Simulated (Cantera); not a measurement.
C3H8 + H2O (carbon deposition, reforming and gasification)

A closed system holds: 1 mol C3H8, 1.4 mol H2O, at 950 °C.

These are equilibrium values from Cantera (NASA tables, ideal gas, pure condensed phases), not measurements of a reactor. Candidate condensed phases: C, C6H6, C7H8, C8H18, H2O; 110 gas species. The ideal-gas law is rough above about 30 bar. Rates play no part.

| P (Pa) | x H2 | x CH4 | x CO | x H2O | x CO2 | x C2H6 | x C2H4 | x H | n C(graphite) |
|---|---|---|---|---|---|---|---|---|---|
| 10 | 0.794 | 8.40e-7 | 0.206 | 3.28e-7 | 5.83e-8 | <1e-12 | 8.45e-11 | 2.68e-5 | 1.60 |
| 72 | 0.794 | 6.05e-6 | 0.206 | 2.37e-6 | 4.20e-7 | <1e-12 | 6.09e-10 | 9.99e-6 | 1.60 |
| 520 | 0.794 | 4.37e-5 | 0.206 | 1.71e-5 | 3.03e-6 | 2.13e-12 | 4.40e-9 | 3.72e-6 | 1.60 |
| 3700 | 0.794 | 0.000311 | 0.206 | 0.000121 | 2.16e-5 | 1.08e-10 | 3.12e-8 | 1.39e-6 | 1.60 |
| 27000 | 0.791 | 0.00225 | 0.205 | 0.000882 | 0.000157 | 5.68e-9 | 2.27e-7 | 5.15e-7 | 1.59 |
| 190000 | 0.775 | 0.0152 | 0.202 | 0.00599 | 0.00107 | 2.65e-7 | 1.53e-6 | 1.92e-7 | 1.55 |
| 1400000 | 0.686 | 0.0878 | 0.184 | 0.0355 | 0.00652 | 9.95e-6 | 8.83e-6 | 6.66e-8 | 1.32 |
| 10000000 | 0.455 | 0.276 | 0.129 | 0.118 | 0.0227 | 0.000148 | 2.78e-5 | 2.03e-8 | 0.947 |
x: gas mole fraction; n: condensed amount in mol.

From 10.0 Pa to 100 bar the condensed part is C(graphite). The main C-bearing gas is CO at 10.0 Pa and CH4 at 100 bar.
